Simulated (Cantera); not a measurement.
Feed: 1 mol TEOS, 0.95 mol NO, held at 3.40 mbar.

Cantera equilibrium calculation (NASA polynomials, part measured and part estimated; ideal gas, pure solids and liquids). Candidate condensed phases: C, C₆H₆, C₇H₈, C₈H₁₈, H₂O, Si, SiC, SiO₂, Si₂N₂O, Si₃N₄; 151 gas species. The feed counts by its element totals alone. Mutual solubility and eutectic melting of coexisting phases are not modelled. The tables hold silica as quartz up to 1696 K and as liquid above; real silica turns to tridymite and cristobalite and melts near 1996 K. The numbers say what is thermodynamically allowed, not how fast it happens.

Task: What share of the Si ends up in condensed phases as a function of T (°C), at 900, 1000, 1100, 1200, 1300, 1400, 1500, 1600, 1700, 1800?

Result: 
```
T (°C)  Si condensed (%)                          as
------  ----------------  --------------------------
900                100.0              SiO₂(β-quartz)
1000               100.0  SiO₂(β-quartz) + Si₂N₂O(s)
1100                99.5          SiC(s) + Si₂N₂O(s)
1200                99.1                      SiC(s)
1300                98.7                      SiC(s)
1400                98.1                      SiC(s)
1500                97.4                      SiC(s)
1600                96.5                      SiC(s)
1700                94.9                      SiC(s)
1800                90.8                      SiC(s)
```
